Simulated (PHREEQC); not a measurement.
**Ultrapure water in contact with air or piping**

A made-up water analysis in mg/L, 25 °C, pH 6.93, pe 2.9:

```json
[
 {"constituent": "Na", "mg/L": "0.18"},
 {"constituent": "K", "mg/L": "0.129"},
 {"constituent": "Ca", "mg/L": "0.346"},
 {"constituent": "Mg", "mg/L": "0.335"},
 {"constituent": "Cl", "mg/L": "0.716"},
 {"constituent": "S(6) as SO4", "mg/L": "0.66"},
 {"constituent": "Alkalinity as HCO3", "mg/L": "1.3"},
 {"constituent": "Ba", "mg/L": "0.0521"},
 {"constituent": "Zn", "mg/L": "0.00043"}
]
```

Valence states are taken as typed.

Equilibrium calculation in PHREEQC: ion-association model, wateq4f.dat.

```
Item                            Value
--------------------  ---------------
ionic strength        8.56e-5 mol/kgw
charge-balance error            1.3 %
```

| species | molality | activity | log γ |
|---|---|---|---|
| HCO3- | 2.13e-5 | 2.11e-5 | -0.005 |
| Cl- | 2.02e-5 | 2.00e-5 | -0.005 |
| Mg+2 | 1.38e-5 | 1.32e-5 | -0.019 |
| Ca+2 | 8.62e-6 | 8.26e-6 | -0.019 |
| Na+ | 7.83e-6 | 7.75e-6 | -0.005 |
| SO4-2 | 6.84e-6 | 6.55e-6 | -0.019 |
| CO2 | 5.57e-6 | 5.57e-6 | 0.000 |
| K+ | 3.30e-6 | 3.26e-6 | -0.005 |
| Ba+2 | 3.78e-7 | 3.62e-7 | -0.019 |

Precipitation was switched off in this run.
